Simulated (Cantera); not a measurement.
Input: 1 mol HCl, 0.051 mol H2O, 4.1 mol O2, held at 2248.15 K and 21.0 Torr.

These are equilibrium values from Cantera (NASA tables, ideal gas, pure condensed phases), not measurements of a reactor. Candidate condensed phases: H2O; 14 gas species. The numbers say what is thermodynamically allowed, not how fast it happens.

Base state: O2 0.725, Cl 0.106, HCl 0.0801, H2O 0.0541, O 0.0186, OH 0.0148, H 0.00106, H2 0.000581 (mole fractions); condensed: gas only.

Problem. What changes in the equilibrium state with this change: H2O from 0.051 to 0.39 mol?

Solution. 
| species | before | after |
|---|---|---|
| O2 | 0.725 | 0.685 |
| H2O | 0.0541 | 0.0997 |
| HCl | 0.0801 | 0.0894 |
| Cl | 0.106 | 0.0857 |
| OH | 0.0148 | 0.0198 |
| O | 0.0186 | 0.0180 |
| H2 | 0.000581 | 0.00110 |
| Cl2 | 0.000106 | 6.96e-5 |

Problem. What changes in the equilibrium state with this change: HCl replaced by SO2?

Solution. 
| species | before | after |
|---|---|---|
| O2 | 0.725 | 0.776 |
| SO2 | 0 | 0.190 |
| O | 0.0186 | 0.0192 |
| Cl | 0.106 | 0 |
| HCl | 0.0801 | 0 |
| H2O | 0.0541 | 0.00685 |
| OH | 0.0148 | 0.00535 |
| SO | 0 | 0.00142 |
| ClO | 0.000192 | 0 |
| Cl2 | 0.000106 | 0 |
| SO3 | 0 | 8.51e-5 |
Further candidate phases: H2SO4, S.

Problem. What changes in the equilibrium state with this change: temperature from 2248.15 K to 3173.15 K?

Solution. 
```
species    before    after
-------  --------  -------
O          0.0186    0.545
O2          0.725    0.211
Cl          0.106    0.115
H         0.00106   0.0847
H2O        0.0541  0.00291
HCl        0.0801  0.00595
OH         0.0148   0.0315
Cl2      0.000106  2.32e-6
H2       0.000581  0.00294
ClO      0.000192  7.51e-5
```
